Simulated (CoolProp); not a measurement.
Properties of R13 along the isotherm 322.2 K (Tc = 303.0 K, pc = 3973 kPa, ω = 0.175).

Computed with CoolProp (reference Helmholtz-energy equation of state, Platzer 1990). This equation is an older, rougher fit.

| p (kPa) | phase | Z | viscosity (µPa s) |
|---|---|---|---|
| 6.28 | gas | 0.9996 | 15.4 |
| 11.9 | gas | 0.9992 | 15.4 |
| 22.6 | gas | 0.9984 | 15.4 |
| 42.8 | gas | 0.9970 | 15.4 |
| 81.1 | gas | 0.9944 | 15.4 |
| 154 | gas | 0.9893 | 15.4 |
| 292 | gas | 0.9795 | 15.4 |
| 553 | gas | 0.9606 | 15.5 |
| 1050 | gas | 0.9232 | 15.6 |
| 1990 | gas | 0.8459 | 16.2 |

Viscosity comes from a separate model (Huber 2003), an estimate that may be off by 10 % or more.
